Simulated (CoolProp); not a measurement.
Saturation properties of R142b (Tc = 410.3 K, pc = 40.55 bar, ω = 0.232).

Model: reference Helmholtz-energy equation of state, Lemmon 2006, in CoolProp. It is a short technical equation, of lower accuracy than the large ones.

| T (K) | p (bar) | enthalpy of vaporisation (kJ/kg) | surface tension (mN/m) | liquid viscosity (µPa s) |
|---|---|---|---|---|
| 262.9 | 0.9678 | 223.9 | … | 343 |
| 268.9 | 1.229 | … | 15.2 | 319 |
| 274.9 | 1.543 | 216.9 | 14.4 | … |
| 280.9 | 1.916 | 213.3 | 13.6 | 278 |
| 286.9 | 2.354 | 209.5 | 12.9 | 260 |
| 292.9 | 2.865 | 205.6 | 12.1 | 244 |
| 298.9 | 3.456 | … | … | … |
| 304.9 | 4.136 | 197.5 | 10.6 | 214 |
| 310.9 | 4.911 | 193.1 | 9.84 | … |

Problem. Complete the blanks.

Solution. 
- 262.9, surface tension (mN/m): 16.0
- 268.9, enthalpy of vaporisation (kJ/kg): 220.4
- 274.9, liquid viscosity (µPa s): 298
- 298.9, enthalpy of vaporisation (kJ/kg): 201.6
- 298.9, surface tension (mN/m): 11.3
- 298.9, liquid viscosity (µPa s): 228
- 310.9, liquid viscosity (µPa s): 201

It boils at 264.0 K under 1 atm.

Viscosity comes from a separate model (Huber 2003), an estimate that may be off by 10 % or more. Surface tension comes from a separate correlation (Mulero 2012).
